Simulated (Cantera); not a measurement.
Cantera run, input and output.

```python
import numpy as np
import cantera as ct

gas = ct.Solution("gri30.yaml")
gas.TPX = 2173, 1333, {'NO': 1, 'N2': 0.11}
inlet = ct.Reservoir(gas, clone=True)

reactor = ct.IdealGasConstPressureReactor(gas, energy="off", clone=False)
exhaust = ct.Reservoir(gas, clone=True)
tau = [21, 6.4, 1.9, 0.57, 0.17, 0.051, 0.015, 0.0046, 0.0014, 0.00041][0]
for a, b in ((inlet, reactor), (reactor, exhaust)):
    ct.MassFlowController(a, b, mdot=lambda t: reactor.mass / tau)
net = ct.ReactorNet([reactor])
show = ['NO', 'O2', 'N2', 'NO2', 'O', 'N2O']

rows = []
print(f"{'tau/s':>10s}{'T/K':>9s}" + "".join(f"{s:>11s}" for s in show))
for tau in [21, 6.4, 1.9, 0.57, 0.17, 0.051, 0.015, 0.0046, 0.0014, 0.00041]:
    net.initial_time = 0.0
    net.advance(30 * tau)
    before = gas.X
    net.advance(40 * tau)
    drift = np.max(np.abs(gas.X - before) / (gas.X + 1e-9))
    rows.append([gas.T, *gas[show].X, drift])
    print(f"{tau:10.3e}{gas.T:9.1f}" + "".join(f"{x:11.3e}" for x in gas[show].X))
```

Result:

```
     tau/s      T/K         NO         O2         N2        NO2          O        N2O
 2.100e+01   2173.0  7.302e-02  4.049e-01  5.096e-01  1.559e-05  1.245e-02  8.503e-07
 6.400e+00   2173.0  1.572e-01  3.633e-01  4.677e-01  3.184e-05  1.176e-02  3.933e-06
 1.900e+00   2173.0  3.555e-01  2.653e-01  3.690e-01  6.121e-05  1.012e-02  2.208e-05
 5.700e-01   2173.0  6.590e-01  1.158e-01  2.180e-01  7.311e-05  7.000e-03  9.470e-05
 1.700e-01   2173.0  8.411e-01  2.696e-02  1.278e-01  4.412e-05  3.962e-03  2.005e-04
 5.100e-02   2173.0  8.884e-01  4.645e-03  1.046e-01  2.206e-05  2.093e-03  2.542e-04
 1.500e-02   2173.0  8.985e-01  5.211e-04  9.989e-02  9.336e-06  8.141e-04  2.255e-04
 4.600e-03   2173.0  9.004e-01  4.348e-05  9.919e-02  2.546e-06  2.324e-04  1.262e-04
 1.400e-03   2173.0  9.008e-01  3.434e-06  9.911e-02  4.539e-07  6.189e-05  4.930e-05
 4.100e-04   2173.0  9.009e-01  2.728e-07  9.910e-02  5.572e-08  1.693e-05  1.576e-05
```

Cantera simulation using GRI-Mech 3.0 (53 species, 325 reactions); the numbers are that mechanism's predictions, not measurements. Radical loss at walls, strong at low pressure, is not modelled.
